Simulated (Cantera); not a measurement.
**Equilibrium for oxide etching and cleaning by halides: B₂O₃ + HF + O₂**

Input: 1 mol B₂O₃, 7.5 mol HF, 1.8 mol O₂, equilibrated at 1000 °C.

Cantera equilibrium calculation (NASA polynomials, part measured and part estimated; ideal gas, pure solids and liquids). Candidate condensed phases: B, B₂O₃, B₃O₃H₃, H₂O; 43 gas species. Gases not in the tables: H₃BO₃. Kinetics and transport are ignored.

From 1.00e-5 bar to 1.00 bar nothing is condensed.

```csv
P (Pa),x HF,x H₂O,x O₂,x BF₃,x BOF,x B₃O₃F₃,x HBO₂
1,0.541,0.0895,0.175,0.00153,0.184,4.01e-7,0.00915
10,0.526,0.100,0.177,0.0123,0.174,3.41e-5,0.0100
100,0.470,0.143,0.185,0.0531,0.135,0.00158,0.0124
1000,0.395,0.212,0.199,0.111,0.0593,0.0135,0.00958
10000,0.333,0.266,0.209,0.154,0.0144,0.0195,0.00346
100000,0.279,0.302,0.213,0.187,0.00283,0.0146,0.000920
```
x: gas mole fraction; nothing condenses.
